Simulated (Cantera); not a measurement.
A freely propagating, adiabatic, planar premixed flame of H2 : O2 : N2 = 1 : 0.758 : 2.35 (molar parts), unburnt at 525 K and 10.0 bar; mixture-averaged transport, grid criteria slope 0.08 and curve 0.16, no radiation.

Detailed kinetics in Cantera: the H2/O2 subset of GRI-Mech 3.0, which has no nitrogen chemistry. The hydrogen kinetics of GRI-Mech 3.0 are dated; newer H2 mechanisms differ, most at raised pressure. Burning velocities carry a grid error of a few per cent, more on coarse grids. Lean hydrogen flames are cellular in practice and burn faster than this planar one.

Question: How do the results move with these cheaper or finer settings: unity-Lewis-number transport; multicomponent transport; multicomponent+Soret transport; grid criteria slope 0.5, curve 1; grid criteria slope 0.25, curve 0.5; grid criteria slope 0.03, curve 0.06?

Answer: 
```tsv
setting	laminar burning velocity	thermal thickness	peak x(HO2)	peak x(H2O2)	grid points
as above	227 cm/s	0.0268 mm	0.00132	0.000270	110
unity-Lewis-number transport	318 cm/s	0.0195 mm	0.00115	0.000115	112
multicomponent transport	230 cm/s	0.0263 mm	0.00133	0.000266	110
multicomponent+Soret transport	207 cm/s	0.0270 mm	0.00126	0.000271	111
grid criteria slope 0.5, curve 1	238 cm/s	0.0314 mm	0.00121	0.000330	35
grid criteria slope 0.25, curve 0.5	225 cm/s	0.0284 mm	0.00128	0.000291	52
grid criteria slope 0.03, curve 0.06	230 cm/s	0.0260 mm	0.00135	0.000263	246
```
Unity Lewis numbers drop preferential diffusion, which matters most where H2 and H carry the flame; Soret adds thermal diffusion.
